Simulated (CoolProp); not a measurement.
Vapour-liquid equilibrium of R152A (1) + isobutane (2) at 347.4 K; x and y are mole fractions of (1).

The numbers come from the multi-fluid Helmholtz-energy mixture model, Outcalt 1996 and Bücker 2006; pair parameters Bell 2016 in CoolProp.

| x | bubble pressure (kPa) | y at the bubble point | dew pressure at overall composition x (kPa) | liquid density (mol/L) |
|---|---|---|---|---|
| 0.05 | 1332 | 0.121 | 1247 | 8.306 |
| 0.15 | 1571 | 0.288 | 1371 | 8.410 |
| 0.25 | 1761 | 0.402 | 1513 | 8.526 |
| 0.35 | 1911 | 0.488 | 1673 | 8.665 |
| 0.45 | 2026 | 0.560 | 1845 | 8.841 |
| 0.55 | 2112 | 0.626 | 2011 | 9.074 |
| 0.65 | 2171 | 0.690 | 2138 | 9.385 |
| 0.75 | 2199 | 0.758 | 2197 | 9.795 |
| 0.85 | 2190 | 0.836 | 2185 | 10.32 |
| 0.95 | 2129 | 0.936 | 2118 | 10.96 |

y crosses x between x = 0.75 and 0.85: the model has an azeotrope there.

The pair parameters rest on a limited set of measurements; away from them the model extrapolates.
